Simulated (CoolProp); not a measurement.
C3F8 (R218) at several states: density (kg/m³) from the reference equation and from simpler models built on Tc = 71.9 °C, pc = 26.40 bar, ω = 0.317; each cubic takes its own stable root.

Model: reference Helmholtz-energy equation of state, Lemmon 2006, in CoolProp. It is a short technical equation, of lower accuracy than the large ones.

| T (°C) | p (bar) | phase | reference |
|---|---|---|---|
| 129.85 | 32.3 | supercritical | 247.0 |
| -95.25 | 19.1 | liquid | 1828 |
| -21.75 | 2.95 | liquid | 1552 |
| 125.65 | 0.816 | gas | 4.655 |

Task: How far does each simpler model (Redlich-Kwong, Soave-Redlich-Kwong) lie from the reference over these 4 states: mean and median of the absolute difference, and the worst?

Result: 
- Redlich-Kwong: mean 27.8 %, median 6.5 %, worst -98.1 % at -21.75 °C and 2.95 bar
- Soave-Redlich-Kwong: mean 3.4 %, median 3.9 %, worst -5.7 % at -95.25 °C and 19.1 bar

At some of these states Redlich-Kwong gives the other phase, because its saturation line lies elsewhere.
